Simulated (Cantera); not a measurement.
A closed system holds: 1 mol B2O3, 2.4 mol N2, 14 mol H2, at 1350 K and 705 Torr.

These are equilibrium values from Cantera (NASA tables, ideal gas, pure condensed phases), not measurements of a reactor. Candidate condensed phases: B, BN, B2O3, B3O3H3, H2O; 39 gas species. N2 is the only nitrogen source here; it is nearly inert below about 1500 K, so the nitride shown seldom forms there in practice. Mutual solubility and eutectic melting of coexisting phases are not modelled. Gases not in the tables: H3BO3. Kinetics and transport are ignored.

Base state: H2 0.851, N2 0.145, H2O 0.00365, HBO2 0.000341, NH3 2.88e-5, HBO 1.54e-5 (mole fractions); condensed: BN(s) + B2O3(l).

### Question
What changes in the equilibrium state with this change: temperature from 1350 K to 2150 K?

### Answer
| species | before | after |
|---|---|---|
| H2 | 0.851 | 0.761 |
| N2 | 0.145 | 0.138 |
| HBO | 1.54e-5 | 0.0343 |
| HBO2 | 0.000341 | 0.0309 |
| B2O3 | 7.48e-7 | 0.0202 |
| BO | 1.36e-9 | 0.00217 |
| B2O2 | 3.28e-9 | 0.00342 |
| BN(s), mol | 0.0416 | 0 |
| B2O3(l), mol | 0.976 | 0 |
